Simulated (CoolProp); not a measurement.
A Linde-Hampson liquefier for methane: isothermal reversible compression at 290 K from 1 atm to 10 MPa, throttling to 1 atm, return gas leaving the recuperator 0 K below the feed. Each further row changes one setting.

Model: reference Helmholtz-energy equation of state, Setzmann 1991, in CoolProp.

```json
[
 {"case": "as stated", "liquid yield per pass": "0.120", "compression work (kJ/kg of gas)": "663"},
 {"case": "high pressure 20 MPa", "liquid yield per pass": "0.216", "compression work (kJ/kg of gas)": "___"},
 {"case": "warm-end temperature 320 K", "liquid yield per pass": "___", "compression work (kJ/kg of gas)": "742"},
 {"case": "warm-end gap 5 K", "liquid yield per pass": "___", "compression work (kJ/kg of gas)": "663"}
]
```

**Question.** Some entries are withheld; supply them.

**Answer.** 
- high pressure 20 MPa, compression work (kJ/kg of gas): 747
- warm-end temperature 320 K, liquid yield per pass: 0.089
- warm-end gap 5 K, liquid yield per pass: 0.109
